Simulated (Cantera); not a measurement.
## Thermodynamics of silicon carbide growth, feed CH₃SiCl₃ + C₂H₄ + H₂ + CH₄

Charge: 1 mol CH₃SiCl₃, 0.2 mol C₂H₄, 230 mol H₂, 0.018 mol CH₄, equilibrated at 1898 K and 0.190 bar.

Cantera equilibrium calculation (NASA polynomials, part measured and part estimated; ideal gas, pure solids and liquids). Candidate condensed phases: C, C₆H₆, C₇H₈, C₈H₁₈, Si, SiC; 109 gas species. The feed counts by its element totals alone. Rates play no part.

```json
{
 "x(H₂)": "0.985",
 "x(HCl)": "0.0128",
 "x(H)": "0.00178",
 "x(C₂H₂ (acetylene))": "0.000371",
 "x(CH₄)": "0.000104",
 "x(Cl)": "1.74e-5",
 "x(SiCl₂)": "1.66e-5",
 "x(CH₃)": "3.77e-6",
 "x(Si)": "2.38e-6",
 "n(C(graphite))": "0.224 mol",
 "n(SiC(s))": "0.995 mol",
 "gas_amount": "233.6 mol",
 "log10 activity of Si(l) (absent)": "-1.43"
}
```
